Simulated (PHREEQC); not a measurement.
Copper plating or etch bath: speciation

A solution holds 0.28 mol/kgw Cu(NO3)2, 0.0013 mol/kgw HCl and 0.025 mol/kgw Na2SO4, at 25 °C and 300 atm. It is in equilibrium with CO2 at log p = -3.4 (atm). Otherwise closed; pH follows from the charge balance.

Computed with PHREEQC (ion-association model, phreeqc.dat).

Each row changes one thing in this solution. Precipitation was switched off in this run.

```
case                                         pH  ionic strength (mol/kgw)  Cu+2 (mol/kgw)  CuSO4 (mol/kgw)  SO4-2 (mol/kgw)  Cl- (mol/kgw)  SI of Halite (NaCl)
-----------------------------------------  ----  ------------------------  --------------  ---------------  ---------------  -------------  -------------------
as made                                    3.06                     0.860           0.266           0.0138           0.0106        0.00113                -6.21
temperature from 25 to 60 °C               3.11                     0.858               ?           0.0140           0.0102              ?                -6.41
diluted 10-fold with water                 3.97                    0.0876          0.0270          0.00101          0.00147       0.000126                    ?
HCl replaced by NaCl at the same molality  4.09                     0.860           0.266           0.0138           0.0107        0.00113                    ?
Na2SO4 from 0.025 to 0.05 mol/kgw          3.11                     0.882           0.254           0.0262           0.0217        0.00114                -5.91
```

**Question.** Complete the blanks.

**Answer.** 
- temperature from 25 to 60 °C, Cu+2 (mol/kgw): 0.265
- temperature from 25 to 60 °C, Cl- (mol/kgw): 0.000781
- diluted 10-fold with water, SI of Halite (NaCl): -8.03
- HCl replaced by NaCl at the same molality, SI of Halite (NaCl): -6.19

The ionic strength passes 0.7 mol/kgw, the rough limit of the ion-association models, in as made; temperature from 25 to 60 °C; HCl replaced by NaCl at the same molality; Na2SO4 from 0.025 to 0.05 mol/kgw. Species that the database lacks are ignored. Under pressure, the constants of complexes without a molar volume in the database are unreliable. At this temperature some constants are extrapolated from 25 °C, and those without enthalpy data are left unchanged.
